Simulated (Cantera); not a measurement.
Source: NASA polynomial tables (part measured, part estimated), evaluated in Cantera. Values are per mole of reaction as written; species without (g) are pure solids or liquids, kept so even where they would boil at 1 bar. TaC: taken at fixed stoichiometry.

**Question.** Between 300 and 1998 K, where is each reaction favourable under standard conditions?
- 3 H2O2(g) + 2 CH3(g) + 2 Ta = 6 H2O(g) + 2 TaC

**Answer.** 
- 3 H2O2(g) + 2 CH3(g) + 2 Ta = 6 H2O(g) + 2 TaC: ΔG° is -1637 kJ at 300 K and -1716 kJ at 1998 K; it stays negative (K > 1). ΔH° is -1631 kJ and ΔS° 43 J/K at 1998 K.
